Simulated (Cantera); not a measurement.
Input: 1 mol Si3N4, 69 mol HCl, 17 mol H2, held at 1498 K and 6500 Pa.

Method: chemical equilibrium by Gibbs-energy minimisation in Cantera with the NASA 1993 tables (ideal gas, pure condensed phases). Candidate condensed phases: NH4Cl, Si, Si3N4; 28 gas species. The tables' values for SiCl3 are old estimates; treat these amounts as uncertain. Equilibrium is a limit: real reactors are often held back by kinetics, nucleation or transport.

Base state: HCl 0.686, H2 0.255, N2 0.0233, SiCl4 0.0193, SiCl2 0.00792, SiCl3 0.00692, SiHCl3 0.000739, Cl 7.38e-5 (mole fractions); condensed: gas only.

### Question
What changes in the equilibrium state with this change: temperature from 1498 K to 1273.15 K?

### Answer
| species | before | after |
|---|---|---|
| HCl | 0.686 | 0.672 |
| H2 | 0.255 | 0.269 |
| SiCl4 | 0.0193 | 0.0334 |
| N2 | 0.0233 | 0.0235 |
| SiCl2 | 0.00792 | 0.000236 |
| Cl | 7.38e-5 | 3.09e-6 |
| H | 3.41e-5 | 1.45e-6 |
| SiCl3 | 0.00692 | 0.00110 |
| SiHCl3 | 0.000739 | 0.000535 |

### Question
What changes in the equilibrium state with this change: HCl from 69 to 1.7 mol?

### Answer
| species | before | after |
|---|---|---|
| H2 | 0.255 | 0.912 |
| HCl | 0.686 | 0.0769 |
| SiCl2 | 0.00792 | 0.00613 |
| SiCl4 | 0.0193 | 5.25e-5 |
| N2 | 0.0233 | 0.00438 |
| SiCl3 | 0.00692 | 0.000317 |
| Cl | 7.38e-5 | 4.38e-6 |
| Si3N4(s), mol | 0 | 0.959 |
